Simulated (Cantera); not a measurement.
Charge: 1 mol SiCl4, 2.4 mol O3, 0.18 mol H2, at 1023.15 K and 1.00 bar.

Method: chemical equilibrium by Gibbs-energy minimisation in Cantera with the NASA 1993 tables (ideal gas, pure condensed phases). Candidate condensed phases: H2O, Si, SiO2; 30 gas species. Rates play no part.

Base state: O2 0.543, Cl2 0.384, HCl 0.0700, H2O 0.00271, Cl 0.000338, ClO 1.46e-5 (mole fractions); condensed: SiO2(β-quartz).

### Question
What changes in the equilibrium state with this change: H2 from 0.18 to 0.41 mol?

### Answer
```csv
species,before,after
O2,0.543,0.516
Cl2,0.384,0.331
HCl,0.0700,0.140
H2O,0.00271,0.0123
HOCl,8.87e-6,1.73e-5
ClO,1.46e-5,1.32e-5
Cl,0.000338,0.000314
"SiO2(β-quartz), mol",1.00,1.00
```
